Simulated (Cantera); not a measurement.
Input: 1 mol SiHCl3, 52 mol N2, at 1048 K and 2100 Pa.

Cantera equilibrium calculation (NASA polynomials, part measured and part estimated; ideal gas, pure solids and liquids). Candidate condensed phases: NH4Cl, Si, Si3N4; 28 gas species. N2 is the only nitrogen source here; it is nearly inert below about 1500 K, so the nitride shown seldom forms there in practice. The tables' values for SiCl3 are old estimates; treat these amounts as uncertain. Equilibrium is a limit: real reactors are often held back by kinetics, nucleation or transport.

Problem. What is the equilibrium state?

Solution. 
```json
{
  "x(N2)": "0.972",
  "x(HCl)": "0.0172",
  "x(SiCl4)": "0.00977",
  "x(H2)": "0.000796",
  "x(SiCl3)": "3.54e-5",
  "x(SiHCl3)": "4.62e-6",
  "x(SiCl2)": "2.35e-6",
  "n(Si3N4(s))": "0.159 mol",
  "gas_amount": "53.16 mol",
  "log10 activity of Si(s) (absent)": "-5.47"
}
```
